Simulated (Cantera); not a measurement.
A perfectly stirred reactor is fed with CH4 : CO2 = 1 : 0.7 (molar parts), at 690000 Pa; it is held at 1725 K, and followed from long to short residence time.

Cantera simulation using GRI-Mech 3.0 (53 species, 325 reactions); the numbers are that mechanism's predictions, not measurements.

Task: What does this change do: pressure from 690000 Pa to 130000 Pa?

Result: 
| quantity | before | after |
|---|---|---|
| x(CH4) at τ = 0.970 s | 0.0527 | 0.0309 |
| x(CO2) at τ = 0.970 s | 0.0155 | 0.0205 |
| x(H) at τ = 0.970 s | 4.67e-5 | 0.000105 |
| x(O) at τ = 0.970 s | 1.40e-11 | 7.45e-11 |
| x(C2H) at τ = 0.970 s | 3.62e-8 | 1.24e-7 |
| x(CH4) at τ = 51.0 ms | 0.0910 | 0.107 |
| x(CO2) at τ = 51.0 ms | 0.0646 | 0.0965 |
| x(H) at τ = 51.0 ms | 3.66e-5 | 7.34e-5 |
| x(O) at τ = 51.0 ms | 2.82e-11 | 1.22e-10 |
| x(C2H) at τ = 51.0 ms | 8.36e-8 | 2.05e-7 |

Task: What does this change do: temperature 1725 to 1500 K?

Result: 
| quantity | before | after |
|---|---|---|
| x(CH4) at τ = 0.970 s | 0.0527 | 0.194 |
| x(CO2) at τ = 0.970 s | 0.0155 | 0.120 |
| x(H) at τ = 0.970 s | 4.67e-5 | 2.63e-6 |
| x(O) at τ = 0.970 s | 1.40e-11 | <1e-12 |
| x(C2H) at τ = 0.970 s | 3.62e-8 | 2.01e-9 |
| x(CH4) at τ = 51.0 ms | 0.0910 | 0.445 |
| x(CO2) at τ = 51.0 ms | 0.0646 | 0.351 |
| x(H) at τ = 51.0 ms | 3.66e-5 | 1.03e-6 |
| x(O) at τ = 51.0 ms | 2.82e-11 | <1e-12 |
| x(C2H) at τ = 51.0 ms | 8.36e-8 | 6.85e-10 |
